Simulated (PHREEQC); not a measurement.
PHREEQC input (ion-association model, wateq4f.dat):

```
SOLUTION_MASTER_SPECIES
  An  An-  0  An  62.0  # stands for a non-complexing anion
SOLUTION_SPECIES
  An- = An-
    -log_k 0
    -gamma 3.0 0
PHASES
  Fix_H+
    H+ = H+
    -log_k 0
SOLUTION 1
  temp 25
  units mmol/kgw
  pH 7 charge
  S(6) 0.00026
  Na 5.00052
  Cl 0.044
  Zn 0.022
  An 5
END
SELECTED_OUTPUT 1
  -reset false
  -pH true
  -pe true
  -ionic_strength true
  -water true
  -totals Cl Na S Zn S(-2) S(6)
  -molalities Hfo_wOH Hfo_wOH2+ Hfo_wO- Hfo_sOH Hfo_sOH2+ Hfo_sO- Hfo_wSO4- Hfo_wOHSO4-2 Hfo_sOZn+ Hfo_wOZn+
  -saturation_indices Zincite(c) Zn4(OH)6SO4 Zn5(OH)8Cl2 Halite Mirabilite Goslarite
USER_PUNCH 1
  -headings sigma psi
  10 PUNCH EDL("sigma", "Hfo"), EDL("psi", "Hfo")
PRINT
  -reset false
USE solution 1
SURFACE 1
  Hfo_wOH 0.00012809 600 0.057
  Hfo_sOH 3.20225e-06
EQUILIBRIUM_PHASES 1
  Fix_H+ -4 HAn 10
    -force_equality true
  O2(g) -0.68 10
END
# ... the last block is repeated for the other 12 points of pH, with NaOH or the acid as the point needs
```

Selected output (columns that matter, 11 of 13 rows; pH added in front):

```
pH	mu	Na	S	Zn	m_Hfo_wOH	m_Hfo_wOH2+	si_Zincite(c)	si_Zn4(OH)6SO4	si_Zn5(OH)8Cl2	si_Halite	si_Mirabilite	si_Goslarite	sigma	psi
4	0.0052061	0.0050005	1.8093e-10	2.1999e-05	6.1695e-05	6.479e-05	-7.9266	-33.433	-39.214	-8.3067	-13.442	-12.714	0.18228	0.19337
4.67	0.0051099	0.0050005	9.6678e-10	2.198e-05	8.056e-05	4.3882e-05	-6.5859	-28.679	-33.85	-8.3061	-12.71	-11.982	0.11585	0.1706
5.33	0.0050829	0.0050005	7.0871e-09	2.1729e-05	9.119e-05	3.0361e-05	-5.2707	-23.872	-28.594	-8.3059	-11.844	-11.12	0.068964	0.1442
6.67	0.0050577	0.0050036	1.9878e-07	1.6739e-05	9.6506e-05	1.567e-05	-2.7055	-14.843	-18.448	-8.3055	-10.394	-9.7866	0.020315	0.08338
7.33	0.0050502	0.0050263	2.5169e-07	7.3266e-06	8.7888e-05	8.9774e-06	-1.7523	-12.247	-15.002	-8.3035	-10.287	-10.05	0.011061	0.056244
8	0.0050459	0.0050424	2.593e-07	9.4524e-07	7.9282e-05	5.7084e-06	-1.3644	-12.022	-14.402	-8.3021	-10.271	-10.989	0.004325	0.025594
8.67	0.0050502	0.0050501	2.5996e-07	1.5257e-07	7.703e-05	4.9534e-06	-1.284	-13.039	-15.34	-8.3014	-10.269	-12.248	-0.001821	-0.011136
9.33	0.0050695	0.0050708	2.6e-07	1.0881e-07	7.5473e-05	4.426e-06	-1.2341	-14.16	-16.411	-8.2998	-10.266	-13.518	-0.0089439	-0.047811
10.67	0.0055597	0.0055669	2.6e-07	1.9576e-07	6.7477e-05	2.6514e-06	-1.0135	-15.964	-17.991	-8.2621	-10.194	-15.984	-0.042014	-0.11679
11.33	0.0074055	0.0074199	2.6e-07	5.5771e-07	5.6273e-05	1.3906e-06	-0.7418	-16.218	-17.962	-8.1469	-9.9744	-17.053	-0.082788	-0.14392
12	0.016491	0.016521	2.6e-07	4.9634e-06	3.5281e-05	3.6287e-07	-0.2782	-15.777	-17.018	-7.8321	-9.3853	-18.003	-0.17268	-0.16104
```

Species that the database lacks are ignored.
